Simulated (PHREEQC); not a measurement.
# Metal-bearing waste water (model solution)

Consider water at 25 °C with 0.0027 mol/kgw NiSO4, 9.2e-05 mol/kgw ZnCl2, 0.00012 mol/kgw NaH2PO4 and 0.011 mol/kgw NaCl. Closed to the air; pH follows from the charge balance.

Computed with PHREEQC (ion-association model, wateq4f.dat).

No solid was allowed to form.

Q: Predict the pH, ionic strength.

A: pH 5.53; ionic strength 0.0206 mol/kgw.

Q: In which forms is P present?

A: H2PO4- 97 %, HPO4-2 3.1 % of the P.

H3PO4, which wateq4f.dat lacks, is added to it with the constant of phreeqc.dat. The database has no phosphate complexes of Zn, Ni.
